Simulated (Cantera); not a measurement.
## Gas-phase reforming

An isothermal, constant-pressure homogeneous reactor starts with CH₄ : CO₂ = 1 : 1.1 (molar parts), at 1400 K and 0.395 atm.

Computed with Cantera and GRI-Mech 3.0 (53 species, 325 reactions).

| t (s) | x CH₄ | x CO₂ | x CH₃ | x H | x H₂ | x CO |
|---|---|---|---|---|---|---|
| 7.00e-6 | 0.476 | 0.524 | 1.87e-7 | 4.95e-9 | 9.01e-8 | 8.64e-10 |
| 2.27e-5 | 0.476 | 0.524 | 6.16e-7 | 4.95e-9 | 3.02e-7 | 2.90e-9 |
| 7.34e-5 | 0.476 | 0.524 | 2.00e-6 | 4.95e-9 | 9.90e-7 | 9.50e-9 |
| 0.000237 | 0.476 | 0.524 | 6.44e-6 | 4.98e-9 | 3.22e-6 | 3.10e-8 |
| 0.000769 | 0.476 | 0.524 | 1.93e-5 | 5.25e-9 | 1.06e-5 | 1.04e-7 |
| 0.00249 | 0.476 | 0.524 | 3.81e-5 | 6.25e-9 | 3.76e-5 | 4.06e-7 |
| 0.00805 | 0.476 | 0.524 | 4.87e-5 | 7.71e-9 | 0.000138 | 1.71e-6 |
| 0.0261 | 0.475 | 0.524 | 6.79e-5 | 1.36e-8 | 0.000552 | 8.76e-6 |
| 0.0844 | 0.472 | 0.523 | 9.38e-5 | 4.29e-8 | 0.00271 | 6.79e-5 |
| 0.273 | 0.460 | 0.519 | 9.74e-5 | 1.58e-7 | 0.0132 | 0.000648 |
| 0.884 | 0.424 | 0.501 | 8.20e-5 | 4.46e-7 | 0.0448 | 0.00572 |
| 2.86 | 0.342 | 0.440 | 6.29e-5 | 8.99e-7 | 0.0975 | 0.0377 |
| 9.27 | 0.197 | 0.279 | 4.20e-5 | 1.48e-6 | 0.138 | 0.150 |
| 30.0 | 0.0698 | 0.134 | 2.03e-5 | 2.97e-6 | 0.204 | 0.268 |
x: mole fraction; the columns are a selection and need not sum to one.

Equilibrium at this temperature and pressure: CH₄ 8.12e-6, CO₂ 0.00805, CH₃ 1.83e-9, H 5.32e-6, H₂ 0.471, CO 0.504 (gas phase only).
